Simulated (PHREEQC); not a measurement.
Consider water at 25 °C with 0.016 mol/kgw Cu(NO3)2, 0.026 mol/kgw HCl, 0.00031 mol/kgw KCl and 0.00071 mol/kgw HNO3. Closed to the air; pH follows from the charge balance.

All values are PHREEQC results (ion-association model, wateq4f.dat), not measurements.

Precipitation was switched off in this run.

Problem. Predict the pH.

Solution. pH 1.65.

Problem. In which forms is Cl present?

Solution. Cl- 98 %, CuCl+ 1.8 % of the Cl.
